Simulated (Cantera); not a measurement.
Charge: 1 mol AlI3, 4.2 mol NH3, 2 mol H2, 6.7 mol H2O, held at 1973.15 K and 75.0 Torr.

Method: chemical equilibrium by Gibbs-energy minimisation in Cantera with the NASA 1993 tables (ideal gas, pure condensed phases). Candidate condensed phases: Al, AlI3, AlN, Al2O3, H2O, I2; 41 gas species. Gases not in the tables: Al(OH)3. Equilibrium is a limit: real reactors are often held back by kinetics, nucleation or transport.

Base state: H2 0.481, H2O 0.261, I 0.132, N2 0.105, HI 0.0186, H 0.00296, OH 0.000152, I2 5.71e-5 (mole fractions); condensed: Al2O3(s).

Task: What changes in the equilibrium state with this change: temperature from 1973.15 K to 2075 K?

Result: 
```json
[
 {"species": "H2", "before": "0.481", "after": "0.480"},
 {"species": "H2O", "before": "0.261", "after": "0.259"},
 {"species": "I", "before": "0.132", "after": "0.135"},
 {"species": "HI", "before": "0.0186", "after": "0.0148"},
 {"species": "H", "before": "0.00296", "after": "0.00583"},
 {"species": "N2", "before": "0.105", "after": "0.105"},
 {"species": "OH", "before": "0.000152", "after": "0.000360"},
 {"species": "I2", "before": "5.71e-5", "after": "3.76e-5"},
 {"species": "Al2O3(s), mol", "before": "0.500", "after": "0.500"}
]
```
